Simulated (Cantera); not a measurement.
An isothermal, constant-pressure homogeneous reactor starts with CH₄ : H₂ : N₂ = 0.022 : 1 : 0.0019 (molar parts), at 2373 K and 1330 Pa. Integrator tolerance rtol = 1e-08.

Computed with Cantera and GRI-Mech 3.0 (53 species, 325 reactions). GRI-Mech 3.0 stops at C3 and has no aromatics, soot or wall deposition, so with more carbon than oxygen in the feed, carbon stays in small species such as C2H2 where larger ones or solid carbon would form. Radical loss at walls, strong at low pressure, is not modelled.

Question: What does this change do: pressure from 1330 Pa to 2670 Pa?

Answer: 
```csv
quantity,before,after
x(CH₄) at 90.0 s,2.49e-6 (gas-phase equilibrium 2.43e-6),5.30e-6 (gas-phase equilibrium 5.17e-6)
x(H₂) at 90.0 s,0.874 (gas-phase equilibrium 0.874),0.906 (gas-phase equilibrium 0.906)
x(C₂H₆) at 90.0 s,<1e-12 (gas-phase equilibrium <1e-12),<1e-12 (gas-phase equilibrium <1e-12)
x(HCN) at 90.0 s,0.000430 (gas-phase equilibrium 0.00200),0.000571 (gas-phase equilibrium 0.00204)
x(C₂H₂) at 90.0 s,0.00963 (gas-phase equilibrium 0.00884),0.00974 (gas-phase equilibrium 0.00901)
x(C₂H) at 90.0 s,6.76e-5 (gas-phase equilibrium 6.21e-5),4.75e-5 (gas-phase equilibrium 4.39e-5)
```

Question: What does this change do: temperature 2373 to 2225 K?

Answer: 
```tsv
quantity	before	after
x(CH₄) at 90.0 s	2.49e-6 (gas-phase equilibrium 2.43e-6)	5.47e-6 (gas-phase equilibrium 5.29e-6)
x(H₂) at 90.0 s	0.874 (gas-phase equilibrium 0.874)	0.933 (gas-phase equilibrium 0.933)
x(C₂H₆) at 90.0 s	<1e-12 (gas-phase equilibrium <1e-12)	<1e-12 (gas-phase equilibrium <1e-12)
x(HCN) at 90.0 s	0.000430 (gas-phase equilibrium 0.00200)	7.59e-5 (gas-phase equilibrium 0.00201)
x(C₂H₂) at 90.0 s	0.00963 (gas-phase equilibrium 0.00884)	0.0102 (gas-phase equilibrium 0.00920)
x(C₂H) at 90.0 s	6.76e-5 (gas-phase equilibrium 6.21e-5)	2.20e-5 (gas-phase equilibrium 1.99e-5)
```
